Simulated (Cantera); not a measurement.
An isothermal, constant-pressure homogeneous reactor starts with CH4 : H2 : CO2 = 0.01 : 1 : 0.0021 (molar parts), at 1923 K and 105 Torr. Integrator tolerance rtol = 1e-08.

Computed with Cantera and GRI-Mech 3.0 (53 species, 325 reactions). GRI-Mech 3.0 stops at C3 and has no aromatics, soot or wall deposition, so with more carbon than oxygen in the feed, carbon stays in small species such as C2H2 where larger ones or solid carbon would form.

Task: What does this change do: H2 1 to 8.6 parts?

Result: 
| quantity | before | after |
|---|---|---|
| x(CH4) at 5.00 s | 0.000295 (gas-phase equilibrium 0.000207) | 9.74e-5 (gas-phase equilibrium 7.02e-5) |
| x(H2) at 5.00 s | 0.989 (gas-phase equilibrium 0.989) | 0.996 (gas-phase equilibrium 0.996) |
| x(CO2) at 5.00 s | 4.23e-7 (gas-phase equilibrium 3.01e-11) | 1.34e-8 (gas-phase equilibrium 1.27e-12) |
| x(H2O) at 5.00 s | 0.000499 (gas-phase equilibrium 3.13e-8) | 0.000201 (gas-phase equilibrium 1.12e-8) |
| x(O) at 5.00 s | 2.01e-10 (gas-phase equilibrium <1e-12) | 8.28e-11 (gas-phase equilibrium <1e-12) |
| x(CH2) at 5.00 s | 4.70e-8 (gas-phase equilibrium 3.30e-8) | 1.54e-8 (gas-phase equilibrium 1.11e-8) |

Task: What does this change do: temperature 1923 to 2648 K?

Result: 
```json
[
 {"quantity": "x(CH4) at 5.00 s", "before": "0.000295 (gas-phase equilibrium 0.000207)", "after": "5.78e-6 (gas-phase equilibrium 5.87e-6)"},
 {"quantity": "x(H2) at 5.00 s", "before": "0.989 (gas-phase equilibrium 0.989)", "after": "0.875 (gas-phase equilibrium 0.875)"},
 {"quantity": "x(CO2) at 5.00 s", "before": "4.23e-7 (gas-phase equilibrium 3.01e-11)", "after": "1.16e-11 (gas-phase equilibrium 1.18e-11)"},
 {"quantity": "x(H2O) at 5.00 s", "before": "0.000499 (gas-phase equilibrium 3.13e-8)", "after": "1.73e-8 (gas-phase equilibrium 1.76e-8)"},
 {"quantity": "x(O) at 5.00 s", "before": "2.01e-10 (gas-phase equilibrium <1e-12)", "after": "4.83e-11 (gas-phase equilibrium 4.91e-11)"},
 {"quantity": "x(CH2) at 5.00 s", "before": "4.70e-8 (gas-phase equilibrium 3.30e-8)", "after": "3.02e-6 (gas-phase equilibrium 3.07e-6)"}
]
```
